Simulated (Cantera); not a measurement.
A closed system holds: 1 mol SiCl4, 0.15 mol Cl2, 120 mol H2, equilibrated at 2.70 Torr.

Equilibrium computed with Cantera from the NASA thermochemical tables; the gas is ideal and each condensed phase is pure. Candidate condensed phases: Si; 19 gas species. The tables' values for SiCl3, SiCl are old estimates; treat these amounts as uncertain. Gases not in the tables: Si2H6 and higher silanes. Kinetics and transport are ignored.

log p: log10 of the partial pressure in bar; n: condensed amount in mol.

```csv
T (K),log p H2,log p HCl,log p SiCl2,log p H,log p SiCl4,log p SiHCl3,n Si(s),n Si(l)
1048,-2.46,-4.05,-5.38,-9.34,-5.30,-5.69,0.578,0
1098,-2.46,-3.99,-5.22,-8.84,-5.71,-6.01,0.665,0
1148,-2.46,-3.97,-5.14,(withheld),(withheld),(withheld),0.698,0
1198,-2.46,-3.97,-5.10,-7.95,-6.70,-6.76,0.704,0
1248,-2.46,-3.96,-5.07,-7.56,-7.19,-7.13,0.698,0
1298,-2.46,-3.97,-5.05,-7.20,-7.64,-7.48,0.689,0
1348,-2.46,-3.97,-5.03,-6.86,-8.07,-7.80,0.678,0
1398,-2.46,-3.97,-5.01,(withheld),(withheld),(withheld),0.668,0
1448,-2.46,-3.97,-5.00,-6.26,-8.83,-8.38,0.657,0
1498,-2.46,-3.98,-4.99,-5.99,-9.17,-8.64,0.647,0
1548,-2.46,-3.98,-4.97,-5.74,-9.49,-8.89,0.636,0
1598,-2.46,-3.98,-4.96,-5.50,-9.79,-9.11,0.625,0
1648,-2.46,-3.98,-4.96,-5.28,-10.08,-9.33,0.609,0
1698,-2.46,-3.98,-4.95,-5.07,-10.35,-9.54,0,0.588
```

What belongs in the gaps?


- 1148, log p H: -8.37
- 1148, log p SiCl4: -6.20
- 1148, log p SiHCl3: -6.38
- 1398, log p H: -6.55
- 1398, log p SiCl4: -8.46
- 1398, log p SiHCl3: -8.10
